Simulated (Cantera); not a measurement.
A closed system holds: 1 mol C3H8, 0.032 mol CO2, 13 mol N2, equilibrated at 13.3 mbar.

These are equilibrium values from Cantera (NASA tables, ideal gas, pure condensed phases), not measurements of a reactor. Candidate condensed phases: C, C6H6, C7H8, C8H18, H2O; 136 gas species. Rates play no part.

Problem. What share of the C ends up in condensed phases as a function of T (K), at 1475, 1550, 1625, 1700, 1775, 1850, 1925, 2000, 2075, 2150, 2225, 2300?

Solution. 
```tsv
T (K)	C condensed (%)	as
1475	97.7	C(graphite)
1550	97.5	C(graphite)
1625	97.3	C(graphite)
1700	97.0	C(graphite)
1775	96.5	C(graphite)
1850	95.9	C(graphite)
1925	95.1	C(graphite)
2000	94.0	C(graphite)
2075	92.7	C(graphite)
2150	91.1	C(graphite)
2225	89.2	C(graphite)
2300	86.9	C(graphite)
```
